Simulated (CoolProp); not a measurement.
Carbon dioxide along the isobar 82.1 bar: density (kg/m³) from the reference equation and from simpler models built on Tc = 31.0 °C, pc = 73.77 bar, ω = 0.224; each cubic takes its own stable root.

Model: reference Helmholtz-energy equation of state, Span 1996, in CoolProp.

```
T (°C)          phase  reference  van der Waals  Redlich-Kwong  Soave-Redlich-Kwong  Peng-Robinson
------  -------------  ---------  -------------  -------------  -------------------  -------------
15.05          liquid      870.6          566.9          730.7                752.3          844.8
25.05          liquid      781.5          517.9          640.4                652.4          727.0
35.15   supercritical      534.3          433.6          467.3                438.9          472.2
45.15   supercritical      255.8          264.1          260.2                248.0          261.9
55.15   supercritical      213.0          219.0          217.2                208.1          218.3
65.15   supercritical      189.1          195.2          193.2                185.3          193.5
75.15   supercritical      172.6          178.8          176.6                169.3          176.3
85.15   supercritical      160.1          166.3          163.9                157.2          163.2
95.25   supercritical      150.1          156.1          153.6                147.3          152.6
105.25  supercritical      141.8          147.6          145.1                139.2          144.0
```
